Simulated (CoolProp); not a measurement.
C3F8 (R218) along the isobar 1.01 bar: Z from the reference equation and from simpler models built on Tc = 71.9 °C, pc = 26.40 bar, ω = 0.317; each cubic takes its own stable root.

Values from CoolProp's reference Helmholtz-energy equation of state, Lemmon 2006. It is a short technical equation, of lower accuracy than the large ones.

```
T (°C)    phase  reference
-------  ------  ---------
-133.05  liquid   0.008332
-127.15  liquid   0.008082
-121.15  liquid   0.007848
-115.25  liquid   0.007637
-109.35  liquid   0.007443
-103.45  liquid   0.007264
-97.55   liquid   0.007098
-91.55   liquid   0.006943
-85.65   liquid   0.006802
-79.75   liquid   0.006671
-73.85   liquid   0.006551
-67.85   liquid   0.006439
```

### Question
How far does each simpler model (van der Waals, Redlich-Kwong, Soave-Redlich-Kwong) lie from the reference over these 12 states: mean and median of the absolute difference, and the worst?

### Answer
- van der Waals: mean 5955.3 %, median 64.1 %, worst +14824.7 % at -67.85 °C and 1.01 bar
- Redlich-Kwong: mean 9.6 %, median 9.5 %, worst +10.2 % at -133.05 °C and 1.01 bar
- Soave-Redlich-Kwong: mean 6.6 %, median 6.4 %, worst +8.3 % at -133.05 °C and 1.01 bar

At some of these states van der Waals gives the other phase, because its saturation line lies elsewhere.
